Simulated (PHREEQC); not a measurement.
0.073 g of hydrous ferric oxide (600 m²/g; 0.2 weak and 0.005 strong sites per Fe, Dzombak-Morel constants, diffuse double layer) in 1 kg of water with 0.3 mol/kgw of an inert sodium salt, at 25 °C; the pH is set by adding NaOH or the inert anion's acid. Oxygen is held at 0.21 atm. CO2 from the air is kept out. No solid was allowed to form.

The numbers come from PHREEQC with the ion-association model, wateq4f.dat.

```csv
pH,surface charge σ (C/m²),surface potential ψ (mV)
4,0.349,123
4.38,0.328,(withheld)
4.75,0.296,115
5.12,0.255,107
5.5,0.210,98
5.88,(withheld),86
6.25,0.129,74
6.62,0.095,61
7,(withheld),46
7.38,0.041,31
7.75,(withheld),15
8.12,-0.001,0
8.5,-0.021,-17
8.88,-0.044,-33
9.25,(withheld),-48
9.62,(withheld),-62
10,-0.132,-75
```

**Question.** Complete the blanks.

**Answer.** 
- 4.38, surface potential ψ (mV): 120
- 5.88, surface charge σ (C/m²): 0.167
- 7, surface charge σ (C/m²): 0.066
- 7.75, surface charge σ (C/m²): 0.020
- 9.25, surface charge σ (C/m²): -0.068
- 9.62, surface charge σ (C/m²): -0.097

Species that the database lacks are ignored.
